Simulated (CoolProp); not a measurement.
A simple Rankine cycle with fluoroethane (R161): condensing at 302.15 K, boiler at 3.08 MPa, turbine inlet 390 K, turbine efficiency 0.8, pump efficiency 0.8, no recuperator. Each further row changes one setting.

Model: reference Helmholtz-energy equation of state, Wu 2012, in CoolProp.

```tsv
case	thermal efficiency (%)	net work (kJ/kg)	heat in (kJ/kg)	turbine exit temperature (K)	volume ratio over the turbine
as stated	9.7	41.7	431	…	2.95
turbine inlet 410 K	9.9	46.3	…	360.0	2.91
condensing temperature 294.15 K	11.2	50.2	449	329.0	…
boiler pressure 2.16 MPa	7.0	…	450	…	2.05
turbine efficiency 0.7	8.4	36.1	431	…	3.00
```

Problem. What belongs in the gaps?

Solution. 
- as stated, turbine exit temperature (K): 338.0
- turbine inlet 410 K, heat in (kJ/kg): 470
- condensing temperature 294.15 K, volume ratio over the turbine: 3.63
- boiler pressure 2.16 MPa, net work (kJ/kg): 31.4
- boiler pressure 2.16 MPa, turbine exit temperature (K): 357.2
- turbine efficiency 0.7, turbine exit temperature (K): 341.7
